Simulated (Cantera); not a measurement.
Cantera run, input and output.

```python
import numpy as np
import cantera as ct

gas = ct.Solution("h2o2.yaml")
gas.TPX = 500, 13332, {'H2': 1, 'O2': 0.962, 'N2': 3.62, 'H2O': 0.78}
flame = ct.FreeFlame(gas, width=0.16)
flame.set_refine_criteria(ratio=3, slope=0.08, curve=0.16)
flame.transport_model = "mixture-averaged"
flame.solve(loglevel=0, auto=True)
z, T = flame.grid, flame.T
thick = (T[-1] - T[0]) / np.gradient(T, z).max()
show = ['H2', 'O2', 'H2O', 'OH', 'H', 'H2O2']
print(f"laminar burning velocity  {flame.velocity[0] * 100:.3f} cm/s")
print(f"burnt temperature         {T[-1]:.1f} K")
print(f"thermal thickness         {thick * 1e3:.4f} mm")
print(f"grid points               {len(z)}")
z0 = z[flame.heat_release_rate.argmax()]
print(f"{'z/mm':>9s}{'T/K':>9s}{'u/(m/s)':>9s}" + "".join(f"{s:>11s}" for s in show))
rows = []
for k in (-3, -2, -1.5, -1, -0.5, -0.25, 0, 0.25, 0.5, 1, 2, 4, 8):
    zz = z0 + k * thick
    rows.append([k * thick, np.interp(zz, z, T), np.interp(zz, z, flame.velocity),
                 *(np.interp(zz, z, flame.X[gas.species_index(s)]) for s in show)])
    print(f"{rows[-1][0] * 1e3:9.3f}{rows[-1][1]:9.1f}{rows[-1][2]:9.3f}" + "".join(f"{x:11.3e}" for x in rows[-1][3:]))
```

Output:

```
laminar burning velocity  175.610 cm/s
burnt temperature         1642.5 K
thermal thickness         4.7732 mm
grid points               107
     z/mm      T/K  u/(m/s)         H2         O2        H2O         OH          H       H2O2
  -14.320    500.0    1.756  1.572e-01  1.512e-01  1.226e-01  1.560e-15  4.082e-15  6.537e-13
   -9.546    500.0    1.756  1.571e-01  1.512e-01  1.226e-01  1.996e-13  5.649e-13  4.170e-11
   -7.160    500.0    1.756  1.569e-01  1.513e-01  1.226e-01  5.059e-12  2.399e-11  8.931e-10
   -4.773    500.2    1.754  1.557e-01  1.515e-01  1.229e-01  7.305e-10  1.556e-08  5.437e-08
   -2.387    535.1    1.850  1.412e-01  1.526e-01  1.276e-01  5.165e-05  9.127e-05  9.972e-06
   -1.193    716.3    2.426  1.104e-01  1.473e-01  1.500e-01  3.557e-04  2.109e-03  7.680e-06
    0.000    994.1    3.308  6.135e-02  1.252e-01  2.012e-01  1.191e-03  9.952e-03  1.530e-06
    1.193   1200.5    3.969  2.409e-02  9.733e-02  2.510e-01  3.462e-03  1.517e-02  1.946e-06
    2.387   1314.2    4.331  1.263e-02  8.640e-02  2.701e-01  5.054e-03  1.334e-02  1.718e-06
    4.773   1426.0    4.675  8.670e-03  8.216e-02  2.803e-01  5.988e-03  8.160e-03  1.017e-06
    9.546   1519.2    4.955  5.751e-03  8.023e-02  2.883e-01  5.867e-03  3.778e-03  5.190e-07
   19.093   1584.0    5.146  3.029e-03  7.932e-02  2.946e-01  4.783e-03  1.298e-03  2.686e-07
   38.186   1619.8    5.249  1.257e-03  7.917e-02  2.986e-01  3.278e-03  3.290e-04  1.402e-07
```

Detailed kinetics in Cantera: the H2/O2 subset of GRI-Mech 3.0, which has no nitrogen chemistry. Burning velocities carry a grid error of a few per cent, more on coarse grids. Lean hydrogen flames are cellular in practice and burn faster than this planar one.
